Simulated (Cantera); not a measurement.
NaOH + H₂ + CO₂ (calcination and drying)

Charge: 1 mol NaOH, 1.2 mol H₂, 2.9 mol CO₂, at 773.15 K.

Method: chemical equilibrium by Gibbs-energy minimisation in Cantera with the NASA 1993 tables (ideal gas, pure condensed phases). Candidate condensed phases: C, C₆H₆, C₇H₈, C₈H₁₈, H₂O, Na, NaOH, NaO₂, Na₂CO₃, Na₂O, Na₂O₂; 117 gas species. Rates play no part.

```tsv
P (Pa)	log p CO₂	log p H₂O	log p H₂	log p CO	log p CH₄	n Na₂CO₃(s)	n C(graphite)
10	-4.31	-4.67	-4.70	-5.04	-12.45	0.500	0
68	-3.47	-3.84	-3.86	-4.21	-9.96	0.500	0
460	-2.64	-3.01	-3.03	-3.38	-7.47	0.500	0
3200	-1.80	-2.17	-2.19	-2.54	-4.95	0.500	0
22000	-0.95	-1.31	-1.40	-1.76	-2.66	0.500	0
150000	-0.09	-0.37	-0.81	-1.24	-1.30	0.500	0.0829
1000000	0.75	0.52	-0.33	-0.82	-0.34	0.500	0.161
```
log p: log10 of the partial pressure in bar; n: condensed amount in mol.

From 0.0750 Torr to 165 Torr the condensed part is Na₂CO₃(s). From 1130 Torr to 7500 Torr the condensed part is C(graphite) + Na₂CO₃(s).
